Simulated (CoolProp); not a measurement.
Vapour-liquid equilibrium of R114 (1) + n-hexane (2) at 38.35 °C; x and y are mole fractions of (1).

Computed with CoolProp (multi-fluid Helmholtz-energy mixture model, Platzer 1990 and Thol 2019; pair parameters Bell 2016). This equation is an older, rougher fit; its heat capacities, sound speeds and derivatives of the liquid may be far off and weren't checked against measurements.

| x | bubble pressure, mixture model (MPa) | bubble pressure, Raoult's law (MPa) | y, mixture model | y, Raoult's law |
|---|---|---|---|---|
| 0.05 | [?] | 0.04934 | [?] | 0.327 |
| 0.2 | 0.1191 | 0.09248 | 0.749 | 0.698 |
| 0.35 | 0.1660 | 0.1356 | [?] | 0.832 |
| 0.5 | [?] | 0.1788 | 0.892 | 0.902 |
| 0.65 | [?] | 0.2219 | 0.926 | 0.945 |
| 0.8 | [?] | 0.2651 | 0.957 | 0.974 |
| 0.95 | 0.3092 | 0.3082 | 0.988 | 0.994 |

**Question.** Complete the blanks.

**Answer.** 
- 0.05, bubble pressure, mixture model (MPa): 0.05882
- 0.05, y, mixture model: 0.427
- 0.35, y, mixture model: 0.843
- 0.5, bubble pressure, mixture model (MPa): 0.2044
- 0.65, bubble pressure, mixture model (MPa): 0.2386
- 0.8, bubble pressure, mixture model (MPa): 0.2724

The largest gap from Raoult's law is +28.8 % in bubble pressure, at x = 0.2. No azeotrope shows between x = 0.05 and 0.95.

The pair parameters rest on a limited set of measurements; away from them the model extrapolates.
